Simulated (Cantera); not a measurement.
Input (Python, Cantera):

```python
import numpy as np
import cantera as ct

gas = ct.Solution("h2o2.yaml")
gas.TPX = 1300, 1900, {'H2': 0.085, 'O2': 1, 'N2': 3.9}
reactor = ct.IdealGasConstPressureReactor(gas, energy="off", clone=False)
net = ct.ReactorNet([reactor])
net.rtol, net.atol = 1e-08, 1e-18
show = ['H2', 'O2', 'HO2', 'H', 'H2O2', 'OH', 'H2O']
times = np.geomspace(0.0003, 100, 9)

steps = ct.SolutionArray(gas, extra=["t"])
rows = []
print(f"{'t/s':>10s}{'T/K':>9s}{'P/Pa':>11s}" + "".join(f"{s:>11s}" for s in show))
for t in times:
    while net.time < t:
        t_next = net.step()
        steps.append(gas.state, t=t_next)
    rows.append([np.interp(t, steps.t, y) for y in (steps.T, steps.P, *steps(*show).X.T)])
    print(f"{t:10.3e}{rows[-1][0]:9.1f}{rows[-1][1]:11.4g}" + "".join(f"{x:11.3e}" for x in rows[-1][2:]))
rate = np.gradient(steps.T, steps.t)
print("integrator steps:", len(steps.t))
if steps.T.max() > steps.T[0] + 200:
    print(f"time of steepest temperature rise: {steps.t[rate.argmax()]:.4e} s")
gas.TPX = 1300, 1900, {'H2': 0.085, 'O2': 1, 'N2': 3.9}
gas.equilibrate("TP")
print(f"equilibrium (TP): T = {gas.T:.1f} K  " + "  ".join(f"{s} {gas[s].X[0]:.3e}" for s in show))
```

It prints:

```
       t/s      T/K       P/Pa         H2         O2        HO2          H       H2O2         OH        H2O
 3.000e-04   1300.0       1900  1.705e-02  2.006e-01  7.695e-09  6.024e-09  4.910e-12  5.501e-09  5.253e-09
 1.471e-03   1300.0       1900  1.705e-02  2.006e-01  4.098e-08  6.781e-07  1.044e-10  7.902e-07  1.726e-06
 7.208e-03   1300.0       1900  4.431e-04  1.875e-01  7.745e-07  3.155e-03  2.816e-08  1.495e-03  1.429e-02
 3.533e-02   1300.0       1900  3.361e-04  1.887e-01  7.316e-07  2.213e-03  2.672e-08  1.318e-03  1.499e-02
 1.732e-01   1300.0       1900  1.406e-04  1.916e-01  5.594e-07  5.551e-04  2.318e-08  8.574e-04  1.631e-02
 8.490e-01   1300.0       1900  1.484e-05  1.934e-01  1.767e-07  1.837e-05  8.942e-09  2.798e-04  1.703e-02
 4.162e+00   1300.0       1900  9.704e-07  1.937e-01  2.182e-08  3.080e-07  1.385e-09  7.186e-05  1.716e-02
 2.040e+01   1300.0       1900  1.012e-07  1.937e-01  5.048e-09  1.044e-08  1.994e-10  2.327e-05  1.719e-02
 1.000e+02   1300.0       1900  2.682e-08  1.937e-01  5.311e-09  1.433e-09  6.123e-11  1.200e-05  1.719e-02
integrator steps: 1798
equilibrium (TP): T = 1300.0 K  H2 2.476e-08  O2 1.937e-01  HO2 5.427e-09  H 1.271e-09  H2O2 5.720e-11  OH 1.153e-05  H2O 1.719e-02
```

Model: the H2/O2 subset of GRI-Mech 3.0, which has no nitrogen chemistry, integrated in Cantera. Radical loss at walls, strong at low pressure, is not modelled.
